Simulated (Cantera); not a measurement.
A freely propagating, adiabatic, planar premixed flame of 19.9 % CO, 3.79 % H2, 16.0 % O2, 60.2 % N2, equivalence ratio 0.74, unburnt at 600 K and 97.5 Torr; mixture-averaged transport, grid criteria slope 0.08 and curve 0.16, no radiation.

Detailed kinetics in Cantera: GRI-Mech 3.0 (53 species, 325 reactions). Burning velocities carry a grid error of a few per cent, more on coarse grids.

x: mole fraction of selected species; z is measured from the peak of heat release.

| z (mm) | T (K) | u (m/s) | x CO | x H2 | x O2 | x H2O | x O | x NO |
|---|---|---|---|---|---|---|---|---|
| -34.2 | 600 | 1.91 | 0.199 | 0.0379 | 0.160 | <1e-8 | <1e-8 | <1e-8 |
| -22.8 | 600 | 1.91 | 0.199 | 0.0379 | 0.160 | <1e-8 | <1e-8 | <1e-8 |
| -17.1 | 600 | 1.91 | 0.199 | 0.0379 | 0.160 | <1e-8 | <1e-8 | <1e-8 |
| -11.4 | 600 | 1.91 | 0.199 | 0.0379 | 0.160 | <1e-8 | <1e-8 | <1e-8 |
| -5.70 | 601 | 1.91 | 0.199 | 0.0374 | 0.160 | 2.97e-5 | 1.09e-6 | <1e-8 |
| -2.85 | 685 | 2.16 | 0.196 | 0.0325 | 0.158 | 0.00246 | 0.000116 | <1e-8 |
| 0 | 1052 | 3.28 | 0.161 | 0.0106 | 0.129 | 0.0203 | 0.00748 | (withheld) |
| 2.85 | 1340 | 4.09 | 0.103 | 0.00297 | 0.0895 | 0.0246 | 0.0232 | (withheld) |
| 5.70 | 1485 | 4.47 | 0.0750 | 0.00336 | 0.0758 | 0.0217 | 0.0256 | (withheld) |
| 11.4 | 1624 | 4.84 | 0.0662 | 0.00350 | 0.0716 | 0.0242 | 0.0226 | (withheld) |
| 22.8 | 1760 | 5.20 | 0.0625 | 0.00317 | 0.0704 | 0.0284 | 0.0176 | (withheld) |
| 45.6 | 1893 | 5.54 | 0.0558 | 0.00262 | 0.0681 | 0.0318 | 0.0128 | (withheld) |
| 91.2 | 2015 | 5.84 | 0.0470 | 0.00202 | 0.0650 | 0.0344 | 0.00887 | (withheld) |

### Question
Fill in the missing entries.

### Answer

- 0, x NO: 5.88e-7
- 2.85, x NO: 5.28e-6
- 5.70, x NO: 1.24e-5
- 11.4, x NO: 2.38e-5
- 22.8, x NO: 3.77e-5
- 45.6, x NO: 5.88e-5
- 91.2, x NO: 0.000112
